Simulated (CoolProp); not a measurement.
Values from CoolProp's reference Helmholtz-energy equation of state, Zhou 2012.

Problem. For m-xylene, give the phase and the Z, isothermal compressibility (1/MPa), conductivity (mW/(m K)), Prandtl number at 43.75 °C and 2580 kPa; 57.35 °C and 2580 kPa; 66.45 °C and 2580 kPa.

Solution. 
- 43.75 °C and 2580 kPa: liquid; Z 0.123, isothermal compressibility 0.000963, conductivity 126, Prandtl number 6.80
- 57.35 °C and 2580 kPa: liquid; Z 0.120, isothermal compressibility 0.00106, conductivity 122, Prandtl number 6.29
- 66.45 °C and 2580 kPa: liquid; Z 0.117, isothermal compressibility 0.00114, conductivity 120, Prandtl number 6.01

Viscosity comes from a separate model (Cao 2016). Thermal conductivity comes from a separate model (Mylona 2014).
